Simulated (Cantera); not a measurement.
A Cantera script and its output.

```python
import numpy as np
import cantera as ct

gas = ct.Solution("gri30.yaml")
gas.TPX = 450, 100000, {'CH4': 1, 'C2H6': 0.59, 'C3H8': 0.054, 'O2': 2.71, 'N2': 22.2}
inlet = ct.Reservoir(gas, clone=True)
gas.equilibrate("HP")  # start burning
reactor = ct.IdealGasConstPressureReactor(gas, energy="on", clone=False)
exhaust = ct.Reservoir(gas, clone=True)
tau = [0.12, 0.055, 0.025, 0.012, 0.0053, 0.0024, 0.0011, 0.0005, 0.00023, 0.0001, 4.8e-05, 2.2e-05][0]
for a, b in ((inlet, reactor), (reactor, exhaust)):
    ct.MassFlowController(a, b, mdot=lambda t: reactor.mass / tau)
net = ct.ReactorNet([reactor])
show = ['CH4', 'C2H6', 'C3H8', 'CO', 'C2H']

rows = []
print(f"{'tau/s':>10s}{'T/K':>9s}" + "".join(f"{s:>11s}" for s in show))
for tau in [0.12, 0.055, 0.025, 0.012, 0.0053, 0.0024, 0.0011, 0.0005, 0.00023, 0.0001, 4.8e-05, 2.2e-05]:
    net.initial_time = 0.0
    net.advance(30 * tau)
    before = gas.X
    net.advance(40 * tau)
    drift = np.max(np.abs(gas.X - before) / (gas.X + 1e-9))
    rows.append([gas.T, *gas[show].X, drift])
    print(f"{tau:10.3e}{gas.T:9.1f}" + "".join(f"{x:11.3e}" for x in gas[show].X))
```

It prints:

```
     tau/s      T/K        CH4       C2H6       C3H8         CO        C2H
 1.200e-01   1387.0  5.861e-03  1.879e-04  5.260e-06  4.581e-02  2.000e-09
 5.500e-02   1344.3  7.158e-03  3.866e-04  1.369e-05  4.907e-02  1.107e-09
 2.500e-02    450.0  3.766e-02  2.222e-02  2.034e-03 -2.412e-15 -1.256e-49
 1.200e-02    450.0  3.766e-02  2.222e-02  2.034e-03  3.391e-17  5.337e-53
 5.300e-03    450.0  3.766e-02  2.222e-02  2.034e-03  1.862e-19  2.179e-56
 2.400e-03    450.0  3.766e-02  2.222e-02  2.034e-03  1.176e-20  2.597e-58
 1.100e-03    450.0  3.766e-02  2.222e-02  2.034e-03  7.429e-22  7.937e-60
 5.000e-04    450.0  3.766e-02  2.222e-02  2.034e-03  4.693e-23  2.325e-61
 2.300e-04    450.0  3.766e-02  2.222e-02  2.034e-03  2.964e-24  6.665e-63
 1.000e-04    450.0  3.766e-02  2.222e-02  2.034e-03  1.872e-25  1.954e-64
 4.800e-05    450.0  3.766e-02  2.222e-02  2.034e-03  1.183e-26  5.223e-66
 2.200e-05    450.0  3.766e-02  2.222e-02  2.034e-03  7.471e-28  1.545e-67
```

Cantera simulation using GRI-Mech 3.0 (53 species, 325 reactions); the numbers are that mechanism's predictions, not measurements.
